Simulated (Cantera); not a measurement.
A Cantera script and what it prints.

```python
import numpy as np
import cantera as ct

gas_names = [...]  # 52 gases of nasa_gas.yaml made of F, H, N, S, Si
cond_names = """
    S(cr1) S(cr2) S(L) Si(cr) Si(L) Si3N4(a)
""".split()


# ... load() reads the species with a 1 bar reference pressure and builds the phases ...
atoms = {
    'Si': {'Si': 1},
    'SF6': {'S': 1, 'F': 6},
    'NH3': {'N': 1, 'H': 3},
}
top_T = {'Si3N4(a)': 2400}  # K; cautious upper limits of use, not melting points


# ... equilibrate(T, P, feed) seeds the gas with the atoms and calls Mixture.equilibrate('TP', solver="vcs", rtol=1e-11, max_steps=5000) ...
results = []
feed = {'Si': 1, 'SF6': 3.4, 'NH3': 0.03}  # mol
P = 133.322  # Pa
for T in [725, 800, 875, 950, 1025, 1100, 1175, 1250, 1325]:
    mix = equilibrate(T, P, feed)
    results.append((T, P, feed, dict(zip(mix.species_names, mix.species_moles))))
    x = sorted(zip(gas.X, gas.species_names), reverse=True)
    print(f"T = {T:g} K  P = {P:g} Pa  gas = {mix.phase_moles(0):.4g} mol")
    print("   x: " + "  ".join(f"{s} {v:.3e}" for v, s in x if v > 1e-05))
    print("   condensed (mol): " + ("  ".join(f"{mix.phase(i).name} {mix.phase_moles(i):.4g}"
          for i in range(1, mix.n_phases) if mix.phase_moles(i) > 1e-12) or "none"))
```

Output:

```
T = 725 K  P = 133.322 Pa  gas = 4.499 mol
   x: SF4 4.465e-01  SF6 3.058e-01  SiF4 2.223e-01  HF 2.001e-02  N2 3.334e-03  S2F2,thiothiony 1.415e-03  SF3 3.142e-04  SF2 2.437e-04
   condensed (mol): none
T = 800 K  P = 133.322 Pa  gas = 4.505 mol
   x: SF4 4.525e-01  SF6 3.014e-01  SiF4 2.220e-01  HF 1.998e-02  N2 3.330e-03  SF3 5.177e-04  SF2 2.781e-04  S2F2,thiothiony 3.171e-05
   condensed (mol): none
T = 875 K  P = 133.322 Pa  gas = 4.505 mol
   x: SF4 4.522e-01  SF6 3.015e-01  SiF4 2.220e-01  HF 1.998e-02  N2 3.330e-03  SF3 7.641e-04  SF2 2.986e-04  SF5 1.309e-05
   condensed (mol): none
T = 950 K  P = 133.322 Pa  gas = 4.505 mol
   x: SF4 4.517e-01  SF6 3.016e-01  SiF4 2.220e-01  HF 1.998e-02  N2 3.330e-03  SF3 1.059e-03  SF2 3.158e-04  SF5 3.273e-05
   condensed (mol): none
T = 1025 K  P = 133.322 Pa  gas = 4.505 mol
   x: SF4 4.511e-01  SF6 3.017e-01  SiF4 2.220e-01  HF 1.998e-02  N2 3.329e-03  SF3 1.397e-03  SF2 3.305e-04  SF5 7.157e-05  F 5.802e-05
   condensed (mol): none
T = 1100 K  P = 133.322 Pa  gas = 4.508 mol
   x: SF4 4.506e-01  SF6 3.014e-01  SiF4 2.218e-01  HF 1.996e-02  N2 3.327e-03  SF3 1.776e-03  F 6.931e-04  SF2 3.436e-04  SF5 1.406e-04
   condensed (mol): none
T = 1175 K  P = 133.322 Pa  gas = 4.532 mol
   x: SF4 4.501e-01  SF6 2.973e-01  SiF4 2.206e-01  HF 1.986e-02  F 5.989e-03  N2 3.310e-03  SF3 2.202e-03  SF2 3.597e-04  SF5 2.520e-04
   condensed (mol): none
T = 1250 K  P = 133.322 Pa  gas = 4.685 mol
   x: SF4 4.505e-01  SF6 2.717e-01  SiF4 2.135e-01  F 3.834e-02  HF 1.921e-02  N2 3.202e-03  SF3 2.774e-03  SF2 4.062e-04  SF5 4.054e-04
   condensed (mol): none
T = 1325 K  P = 133.322 Pa  gas = 5.389 mol
   x: SF4 4.537e-01  SiF4 1.856e-01  SF6 1.719e-01  F 1.640e-01  HF 1.670e-02  SF3 4.150e-03  N2 2.783e-03  SF2 6.679e-04  SF5 5.132e-04  F2 2.820e-05
   condensed (mol): none
```

These are equilibrium values from Cantera (NASA tables, ideal gas, pure condensed phases), not measurements of a reactor. The tables' values for SF3, S2F2 (SSF2), SF5 are old estimates; treat these amounts as uncertain.
